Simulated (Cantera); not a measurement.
A closed system holds: 1 mol SiC, 3.7 mol CO2, 150 mol N2, 0.0079 mol H2O, equilibrated at 1 atm.

These are equilibrium values from Cantera (NASA tables, ideal gas, pure condensed phases), not measurements of a reactor. Candidate condensed phases: C, C6H6, C7H8, C8H18, H2O, Si, SiC, SiO2, Si2N2O, Si3N4; 151 gas species. The tables hold silica as quartz up to 1696 K and as liquid above; real silica turns to tridymite and cristobalite and melts near 1996 K. Rates play no part.

Task: What share of the Si ends up in condensed phases as a function of T (°C), at 1177, 1277, 1377, 1477, 1577, 1677, 1777, 1877?

Result: 
```csv
T (°C),Si condensed (%),as
1177,100.0,SiO2(β-quartz)
1277,100.0,SiO2(β-quartz)
1377,100.0,SiO2(β-quartz)
1477,100.0,SiO2(condensed)
1577,99.9,SiO2(condensed)
1677,99.4,SiO2(condensed)
1777,97.3,SiO2(l)
1877,90.7,SiO2(l)
```
